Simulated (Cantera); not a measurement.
## Pb + NH3 + H2 (metals in furnace atmospheres)

A closed system holds: 1 mol Pb, 6.2 mol NH3, 25 mol H2, at 28.0 Pa.

Cantera equilibrium calculation (NASA polynomials, part measured and part estimated; ideal gas, pure solids and liquids). Candidate condensed phases: Pb; 11 gas species. Kinetics and transport are ignored.

From 673 K to 823 K the condensed part is Pb(l). From 973 K to 1573 K nothing is condensed. The main Pb-bearing gas is Pb throughout.

| T (K) | log p H2 | log p N2 | log p Pb | log p H | log p NH3 | log p Pb2 | n Pb(l) |
|---|---|---|---|---|---|---|---|
| 673 | -3.59 | -4.63 | -9.51 | <-15 | -9.57 | <-15 | 1.000 |
| 823 | -3.59 | -4.63 | -6.87 | -12.93 | -10.33 | -13.78 | 0.982 |
| 973 | -3.60 | -4.65 | -5.14 | -10.77 | -10.88 | -10.90 | 0 |
| 1123 | -3.60 | -4.65 | -5.14 | -9.17 | -11.28 | -11.33 | 0 |
| 1273 | -3.60 | -4.65 | -5.14 | -7.95 | -11.58 | -11.66 | 0 |
| 1423 | -3.60 | -4.65 | -5.14 | -6.98 | -11.83 | -11.93 | 0 |
| 1573 | -3.60 | -4.65 | -5.14 | -6.19 | -12.03 | -12.14 | 0 |
log p: log10 of the partial pressure in bar; n: condensed amount in mol.
